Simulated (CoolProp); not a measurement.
Saturated liquid density (kg/m³) of nitrous oxide: the reference equation beside estimates from Tc = 309.5 K, pc = 7.245 MPa, ω = 0.161.

Computed with CoolProp (reference Helmholtz-energy equation of state, Lemmon 2006). It is a short technical equation, of lower accuracy than the large ones.

```tsv
T (K)	reference	van der Waals	Redlich-Kwong
234.9	1068	668.7	956.5
241.6	1044	653.2	928.7
248.3	1018	636.9	899.3
254.9	990.8	619.8	868.6
261.6	961.9	601.4	835.3
268.3	931.0	581.5	799.6
275	897.5	559.9	760.9
281.7	860.7	536.1	718.3
288.3	819.7	509.6	671.4
```

Absolute difference from the reference over all 9 rows, mean and median: van der Waals 37.5 and 37.5 %, Redlich-Kwong 13.6 and 13.2 %.
